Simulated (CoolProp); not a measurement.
Vapour pressure (MPa) of R134a: the reference equation beside estimates from Tc = 374.2 K, pc = 4.059 MPa, ω = 0.327. Clausius-Clapeyron is anchored at 278.3 K with a constant enthalpy of vaporisation of 19.86 kJ/mol.

Model: reference Helmholtz-energy equation of state, Tillner-Roth 1994, in CoolProp.

| T (K) | reference | Clausius-Clapeyron | Soave-Redlich-Kwong | Peng-Robinson |
|---|---|---|---|---|
| 264.8 | 0.2140 | ___ | 0.2141 | 0.2133 |
| 269.3 | ___ | 0.2638 | 0.2546 | 0.2532 |
| 273.8 | 0.2998 | 0.3052 | 0.3008 | 0.2987 |
| 278.3 | 0.3515 | 0.3515 | 0.3532 | ___ |
| 282.8 | 0.4098 | 0.4029 | ___ | 0.4084 |
| 287.3 | 0.4752 | 0.4599 | 0.4789 | 0.4737 |
| 291.9 | ___ | 0.5243 | 0.5550 | 0.5485 |
| 296.4 | 0.6314 | 0.5936 | 0.6379 | 0.6300 |

Q: What belongs in the gaps?

A: 
- 264.8, Clausius-Clapeyron: 0.2269
- 269.3, reference: 0.2541
- 278.3, Peng-Robinson: 0.3503
- 282.8, Soave-Redlich-Kwong: 0.4124
- 291.9, reference: 0.5499

Absolute difference from the reference over all 8 rows, mean and median: Clausius-Clapeyron 3.4 and 3.5 %, Soave-Redlich-Kwong 0.6 and 0.6 %, Peng-Robinson 0.3 and 0.3 %.
